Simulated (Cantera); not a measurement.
A closed system holds: 1 mol FeCl2, 0.089 mol H2O, 100 mol N2, at 1273.15 K and 43.0 Pa.

Equilibrium computed with Cantera from the NASA thermochemical tables; the gas is ideal and each condensed phase is pure. Candidate condensed phases: Fe, FeCl2, FeCl3, FeO, Fe(OH)2, Fe(OH)3, Fe2O3, Fe3O4, H2O, NH4Cl; 37 gas species. The tables' stoichiometric FeO is somewhat more stable than real wüstite, so its field is too wide. FeO: taken at fixed stoichiometry. The numbers say what is thermodynamically allowed, not how fast it happens.

Base state: N2 0.989, FeCl2 0.00906, HCl 0.00166, H2O 4.38e-5, Cl 1.68e-5 (mole fractions); condensed: FeO(s).

### Question
What changes in the equilibrium state with this change: temperature from 1273.15 K to 2050 K?

### Answer
```json
[
 {"species": "N2", "before": "0.989", "after": "0.970"},
 {"species": "Cl", "before": "1.68e-5", "after": "0.0176"},
 {"species": "Fe", "before": "6.96e-8", "after": "0.00922"},
 {"species": "O", "before": "<1e-9", "after": "0.000406"},
 {"species": "FeO", "before": "<1e-9", "after": "8.88e-5"},
 {"species": "FeO(s), mol", "before": "0.0846", "after": "0"}
]
```
